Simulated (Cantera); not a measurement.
Charge: 1 mol Nb, 0.031 mol H₂O, at 24000 Pa.

These are equilibrium values from Cantera (NASA tables, ideal gas, pure condensed phases), not measurements of a reactor. Candidate condensed phases: H₂O, Nb, NbO, NbO₂, Nb₂O₅; 12 gas species. Mutual solubility and eutectic melting of coexisting phases are not modelled. NbO: taken at fixed stoichiometry. Condensed phases not in the tables: N, O or C dissolved in the metal. Kinetics and transport are ignored.

log p: log10 of the partial pressure in bar; n: condensed amount in mol.

```
T (°C)  log p H₂     log p H   log p H₂O  log p NbO₂   log p NbO  n Nb(s)  n NbO(s)
------  --------  ----------  ----------  ----------  ----------  -------  --------
1327       -0.62       -4.57       -4.48      -10.26      -10.69    0.969    0.0310
1427       -0.62       -4.14       -4.18       -9.08       -9.54    0.969    0.0310
1527       -0.62       -3.76       -3.90       -8.04       -8.52    0.969    0.0310
1627       -0.62  (withheld)  (withheld)  (withheld)  (withheld)    0.969    0.0310
1727       -0.62  (withheld)  (withheld)  (withheld)  (withheld)    0.969    0.0310
1827       -0.62       -2.82       -3.25       -5.53       -6.07    0.969    0.0309
1927       -0.63       -2.56       -3.08       -4.86       -5.41    0.969    0.0309
```

Q: Some entries are withheld; supply them.

A: 
- 1627, log p H: -3.41
- 1627, log p H₂O: -3.66
- 1627, log p NbO₂: -7.11
- 1627, log p NbO: -7.62
- 1727, log p H: -3.10
- 1727, log p H₂O: -3.44
- 1727, log p NbO₂: -6.28
- 1727, log p NbO: -6.80
